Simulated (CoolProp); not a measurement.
Tetrahydrofuran along the isotherm 414.5 K: fugacity coefficient from the reference equation and from simpler models built on Tc = 540.2 K, pc = 5304 kPa, ω = 0.234; each cubic takes its own stable root.

Computed with CoolProp (reference Helmholtz-energy equation of state, Fiedler 2023).

```tsv
p (kPa)	phase	reference	van der Waals	Redlich-Kwong	Peng-Robinson
332	gas	0.9512	0.9654	0.9554	0.9490
663	gas	0.9025	0.9309	0.9111	0.8987
995	liquid	0.6429	0.8962	0.8433	0.6415
1330	liquid	0.4856	0.8610	0.6378	0.4843
1660	liquid	0.3927	0.8258	0.5164	0.3915
1990	liquid	0.3306	0.7028	0.4353	0.3295
2320	liquid	0.2862	0.6120	0.3774	0.2852
2650	liquid	0.2529	0.5439	0.3339	0.2519
```

At some of these states van der Waals gives the other phase, because its saturation line lies elsewhere.
